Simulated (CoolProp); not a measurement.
A single-stage vapour-compression cycle with ethane: evaporating at 226.15 K (dew point), condensing at 249.15 K (bubble point), superheat 5 K, subcooling 5 K, compressor efficiency 0.7, no pressure losses. Each further row changes one setting.

Computed with CoolProp (reference Helmholtz-energy equation of state, Bücker 2006).

```csv
case,cooling COP,pressure ratio,discharge temperature (K),refrigerating effect (kJ/kg),volumetric capacity (kJ/m³)
as stated,?,2.07,276.8,383,4130
evaporating temperature 231.15 K,8.20,1.74,?,?,4930
condensing temperature 244.15 K,?,1.79,267.4,397,4290
subcooling 10 K,6.38,2.07,276.8,397,4290
superheat 15 K,6.06,2.07,287.7,400,4070
compressor efficiency 0.6,?,2.07,?,383,4130
```

**Question.** What belongs in the gaps?

**Answer.** 
- as stated, cooling COP: 6.15
- evaporating temperature 231.15 K, discharge temperature (K): 271.3
- evaporating temperature 231.15 K, refrigerating effect (kJ/kg): 387
- condensing temperature 244.15 K, cooling COP: 8.07
- compressor efficiency 0.6, cooling COP: 5.28
- compressor efficiency 0.6, discharge temperature (K): 282.1
